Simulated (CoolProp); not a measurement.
Model: reference Helmholtz-energy equation of state, Leachman 2009, in CoolProp.

### Question
For normal hydrogen, give the phase and the density (kg/m³), speed of sound (m/s), Joule-Thomson coefficient (K/MPa), Prandtl number at -212.85 °C and 4050 kPa.

### Answer
- -212.85 °C and 4050 kPa: supercritical; density 18.9, speed of sound 680, Joule-Thomson coefficient 2.17, Prandtl number 0.866

Viscosity comes from a separate model (Muzny 2013). Thermal conductivity comes from a separate model (Assael 2011).
